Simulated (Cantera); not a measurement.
A perfectly stirred reactor is fed with C2H6 : N2 = 1 : 740 (molar parts), at 0.0178 atm; it is held at 1475 K, and followed from long to short residence time.

Model: GRI-Mech 3.0 (53 species, 325 reactions), integrated in Cantera. GRI-Mech 3.0 stops at C3 and has no aromatics, soot or wall deposition, so with more carbon than oxygen in the feed, carbon stays in small species such as C2H2 where larger ones or solid carbon would form. Radical loss at walls, strong at low pressure, is not modelled.

Task: Predict: x(C2H6) at τ = 0.490 s; x(HCN) at τ = 0.490 s; x(C2H2) at τ = 0.490 s; x(C2H) at τ = 0.490 s; x(CH3) at τ = 0.490 s; x(C2H6) at τ = 20.0 ms; x(HCN) at τ = 20.0 ms; x(C2H2) at τ = 20.0 ms; x(C2H) at τ = 20.0 ms; x(CH3) at τ = 20.0 ms.

Result: x(C2H6) at τ = 0.490 s: 2.47e-5
x(HCN) at τ = 0.490 s: 1.80e-5
x(C2H2) at τ = 0.490 s: 0.00108
x(C2H) at τ = 0.490 s: 4.36e-8
x(CH3) at τ = 0.490 s: 7.96e-5
x(C2H6) at τ = 20.0 ms: 0.000395
x(HCN) at τ = 20.0 ms: 2.92e-6
x(C2H2) at τ = 20.0 ms: 0.000228
x(C2H) at τ = 20.0 ms: 2.49e-8
x(CH3) at τ = 20.0 ms: 0.000304
